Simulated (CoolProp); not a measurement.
n-heptane along the isobar 0.468 MPa: Z from the reference equation and from simpler models built on Tc = 268.1 °C, pc = 2.774 MPa, ω = 0.349; each cubic takes its own stable root.

The numbers come from the reference Helmholtz-energy equation of state, Span 2003 in CoolProp. It is a short technical equation, of lower accuracy than the large ones.

```
T (°C)   phase  reference
------  ------  ---------
89.75   liquid    0.02495
94.95   liquid    0.02479
100.15  liquid    0.02464
105.35  liquid    0.02450
110.65  liquid    0.02437
115.85  liquid    0.02425
121.05  liquid    0.02414
126.35  liquid    0.02405
131.55  liquid    0.02396
136.75  liquid    0.02388
142.05  liquid    0.02382
147.25  liquid    0.02377
152.45  liquid    0.02373
157.65  liquid    0.02370
162.95     gas     0.8505
```

How far does each simpler model (van der Waals, Redlich-Kwong, Soave-Redlich-Kwong, Peng-Robinson) lie from the reference over these 15 states: mean and median of the absolute difference, and the worst?


- van der Waals: mean 3097.5 %, median 3552.9 %, worst +3723.2 % at 157.65 °C and 0.468 MPa
- Redlich-Kwong: mean 965.0 %, median 19.5 %, worst +3609.7 % at 157.65 °C and 0.468 MPa
- Soave-Redlich-Kwong: mean 12.2 %, median 12.7 %, worst +14.3 % at 157.65 °C and 0.468 MPa
- Peng-Robinson: mean 0.6 %, median 0.6 %, worst +1.3 % at 162.95 °C and 0.468 MPa

At some of these states van der Waals, Redlich-Kwong gives the other phase, because its saturation line lies elsewhere.
